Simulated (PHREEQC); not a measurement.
Solution (25 °C): 0.0014 mol HCl, 0.00013 mol Li2SO4 and 0.0017 mol Fe2(SO4)3 per kg of water. Closed to the air; pH follows from the charge balance.

Model: ion-association model, wateq4f.dat, run in PHREEQC.

Precipitation was switched off in this run.

Q: What pH, ionic strength does the model give?

A: pH 2.75; ionic strength 0.0108 mol/kgw.

Q: In which forms is Fe present?

A: FeSO4+ 66 %, FeOH+2 19 %, Fe+3 7.8 %, Fe(OH)2+ 2.5 %, Fe(SO4)2- 2.4 %, Fe2(OH)2+4 1.5 % of the Fe.

Saturation is exceeded, for instance for Hematite (slow to form), Goethite (slow to form); the values hold only as long as no solid forms.
